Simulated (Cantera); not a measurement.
# Fluorocarbon and chlorocarbon gases: CF₄ + HCl + H₂

Feed: 1 mol CF₄, 0.06 mol HCl, 8.8 mol H₂, held at 825 K and 0.0830 bar.

Method: chemical equilibrium by Gibbs-energy minimisation in Cantera with the NASA 1993 tables (ideal gas, pure condensed phases). Candidate condensed phases: C, C₆H₆, C₇H₈, C₈H₁₈; 118 gas species. Rates play no part.

```
Quantity           Result
--------------  ---------
x(H₂)               0.590
x(HF)               0.378
x(CH₄)             0.0262
x(HCl)            0.00567
n(C(graphite))  0.723 mol
gas amount      10.58 mol
```
